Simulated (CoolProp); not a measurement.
Vapour-liquid equilibrium of methanol (1) + n-undecane (2) at 142.95 °C; x and y are mole fractions of (1).

The numbers come from the multi-fluid Helmholtz-energy mixture model, de Reuck 1993 and Aleksandrov 2011; pair parameters Bell 2016 in CoolProp.

```tsv
x	bubble pressure (bar)	y at the bubble point	dew pressure at overall composition x (bar)	liquid density (mol/L)
0.05	0.3946	0.457	0.2363	4.336
0.125	1.083	0.824	0.2550	4.678
0.2	2.418	0.929	0.2771	5.058
0.275	4.239	0.963	0.3034	5.485
0.35	6.142	0.976	0.3353	5.971
0.425	7.729	0.981	0.3749	6.533
0.5	8.800	0.984	0.4255	7.194
0.575	9.383	0.985	0.4927	7.988
0.65	9.653	0.986	0.5867	8.967
0.725	9.816	0.986	0.7281	10.21
0.8	10.04	0.987	0.9671	11.85
0.875	10.46	0.989	1.466	14.11
0.95	11.13	0.995	3.276	17.39
```

No azeotrope shows between x = 0.05 and 0.95.

Pair parameters are fitted to limited data, so mixtures are less certain than the pure fluids. The gap from Raoult's law changes sign with composition, which may be real or a fault of the pair parameters; it wasn't checked against measurements. With so large a gap from Raoult's law the liquid may split in two, which this calculation doesn't test in full.
